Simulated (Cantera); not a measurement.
An isothermal, constant-pressure homogeneous reactor starts with CH4 : O2 : N2 = 0.0026 : 0.049 : 1 (molar parts), at 900 K and 4.40 bar. Integrator tolerance rtol = 1e-08.

Model: GRI-Mech 3.0 (53 species, 325 reactions), integrated in Cantera. Below about 1000 K GRI-Mech 3.0 lacks low-temperature oxidation paths.

```tsv
quantity	before	after
x(CH4) at 6.00 s	0.000456 (gas-phase equilibrium <1e-12)	0.00196 (gas-phase equilibrium <1e-12)
x(O2) at 6.00 s	0.0434 (gas-phase equilibrium 0.0416)	0.0459 (gas-phase equilibrium 0.0416)
x(NO) at 6.00 s	<1e-12 (gas-phase equilibrium 4.54e-6)	<1e-12 (gas-phase equilibrium 4.54e-6)
x(H2O) at 6.00 s	0.00394 (gas-phase equilibrium 0.00494)	0.000836 (gas-phase equilibrium 0.00494)
x(HCN) at 6.00 s	<1e-12 (gas-phase equilibrium <1e-12)	<1e-12 (gas-phase equilibrium <1e-12)
x(C2H2) at 6.00 s	2.13e-7 (gas-phase equilibrium <1e-12)	1.16e-8 (gas-phase equilibrium <1e-12)
```

Name the change that produced these shifts.
(A) O2 0.049 to 0.017 parts
(B) N2 1 to 6.1 parts
(C) temperature 900 to 1500 K
(D) pressure from 4.40 bar to 2.90 bar

D, pressure from 4.40 bar to 2.90 bar
